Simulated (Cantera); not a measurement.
Input: 1 mol MgF₂, a varied amount of H₂O, 160 mol H₂, 1.5 mol HF, held at 3.10 mbar.

Equilibrium computed with Cantera from the NASA thermochemical tables; the gas is ideal and each condensed phase is pure. Candidate condensed phases: H₂O, Mg, MgF₂, MgO, Mg(OH)₂; 31 gas species. Mutual solubility and eutectic melting of coexisting phases are not modelled. Equilibrium is a limit: real reactors are often held back by kinetics, nucleation or transport.

What condenses at these points (T in °C, n(H₂O) in mol): (725, 0.22); (1625, 1.5); (1325, 1.5); (650, 1.1); (1100, 0.93); (1100, 0.4); (1175, 1.1)?


| T (°C) | n(H₂O) in mol | condensed phases | Mg condensed (%) |
|---|---|---|---|
| 725 | 0.22 | MgF₂ | 100.0 |
| 1625 | 1.5 | gas only | 0.0 |
| 1325 | 1.5 | MgO | 82.5 |
| 650 | 1.1 | MgF₂ | 100.0 |
| 1100 | 0.93 | MgO | 90.1 |
| 1100 | 0.4 | MgF₂ + MgO | 77.9 |
| 1175 | 1.1 | MgO | 94.7 |
